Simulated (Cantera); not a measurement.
## Reactions in the system H-N-O-Zr

Standard-state values (1 bar) from the NASA 1993 polynomials, evaluated with Cantera. Values are per mole of reaction as written; species without (g) are pure solids or liquids, kept so even where they would boil at 1 bar.

4 NH3(g) + 3 ZrO2 ⇌ 3 Zr + 4 N(g) + 6 H2O(g)

```csv
T (K),ΔH° (kJ),ΔS° (J/K),ΔG° (kJ),log10 K,condensed phases
300,3916.0,940.9,3633.8,-632.68,"ZrO2(monoclinic), Zr(α)"
1048,3910.4,941.1,2924.1,-145.74,"ZrO2(monoclinic), Zr(α)"
1073,3909.7,940.4,2900.6,-141.20,"ZrO2(monoclinic), Zr(α)"
1098,3909.0,939.8,2877.1,-136.87,"ZrO2(monoclinic), Zr(α)"
1123,3908.3,939.1,2853.6,-132.73,"ZrO2(monoclinic), Zr(α)"
1148,3919.4,949.0,2830.0,-128.76,"ZrO2(monoclinic), Zr(β)"
1173,3918.4,948.1,2806.3,-124.96,"ZrO2(monoclinic), Zr(β)"
1198,3917.3,947.2,2782.6,-121.32,"ZrO2(monoclinic), Zr(β)"
1223,3916.2,946.3,2758.9,-117.83,"ZrO2(monoclinic), Zr(β)"
```
